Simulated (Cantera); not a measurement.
**(CH₃)₂SiCl₂ + C₃H₈ + H₂ (silicon carbide growth)**

Charge: 1 mol (CH₃)₂SiCl₂, 0.89 mol C₃H₈, 3.9 mol H₂, at 2600 K.

These are equilibrium values from Cantera (NASA tables, ideal gas, pure condensed phases), not measurements of a reactor. Candidate condensed phases: C, C₆H₆, C₇H₈, C₈H₁₈, Si, SiC; 109 gas species. The feed counts by its element totals alone. The tables' values for SiCl, SiCl₃ are old estimates; treat these amounts as uncertain. Gases not in the tables: Si₂H₆ and higher silanes. Rates play no part.

From 0.750 Torr to 34.5 Torr the condensed part is C(graphite). From 75.0 Torr to 750 Torr the condensed part is C(graphite) + SiC(s). The main Si-bearing gas is Si at 0.750 Torr and SiCl₂ at 750 Torr.

```csv
P (Pa),log p H₂,log p H,log p HCl,log p Cl,log p Si,log p SiC₂,log p C₂H₂ (acetylene),log p SiCl₂,n C(graphite),n SiC(s)
100,-3.62,-3.23,-4.41,-4.17,-4.41,-4.87,-5.41,-7.46,3.84,0
220,-3.13,-2.98,-3.89,-3.90,-4.03,-4.49,-4.92,-6.53,3.90,0
460,-2.70,-2.77,-3.45,-3.66,-3.69,-4.15,-4.49,-5.73,3.91,0
1000,-2.29,-2.56,-3.02,-3.44,-3.34,-3.81,-4.08,-4.94,3.92,0
2200,-1.89,-2.36,-2.62,-3.24,-3.01,-3.48,-3.68,-4.22,3.93,0
4600,-1.53,-2.18,-2.27,-3.08,-2.73,-3.20,-3.32,-3.60,3.95,0
10000,-1.16,-2.00,-1.91,-2.90,-2.53,-3.00,-2.95,-3.06,3.89,0.159
22000,-0.79,-1.81,-1.54,-2.71,-2.53,-3.00,-2.58,-2.67,3.68,0.544
46000,-0.45,-1.64,-1.20,-2.54,-2.53,-3.00,-2.24,-2.33,3.59,0.706
100000,-0.10,-1.47,-0.84,-2.36,-2.53,-3.00,-1.89,-1.97,3.55,0.786
```
log p: log10 of the partial pressure in bar; n: condensed amount in mol.
